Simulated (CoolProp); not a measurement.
Vapour-liquid equilibrium of methanol (1) + hexamethyldisiloxane (MM) (2) at 329.2 K; x and y are mole fractions of (1).

Values from CoolProp's multi-fluid Helmholtz-energy mixture model, de Reuck 1993 and Thol 2016; pair parameters Bell 2016.

Q: Give the bubble pressure and the first vapour's composition at x = 0.35, 0.875, 0.95. Is there an azeotrope?

A: x = 0.35: 0.06429 MPa, y = 0.735; x = 0.875: 0.07381 MPa, y = 0.873; x = 0.95: 0.07316 MPa, y = 0.938. y crosses x between x = 0.8 and 0.875: the model has an azeotrope there.

The pair parameters rest on a limited set of measurements; away from them the model extrapolates. With so large a gap from Raoult's law the liquid may split in two, which this calculation doesn't test in full.
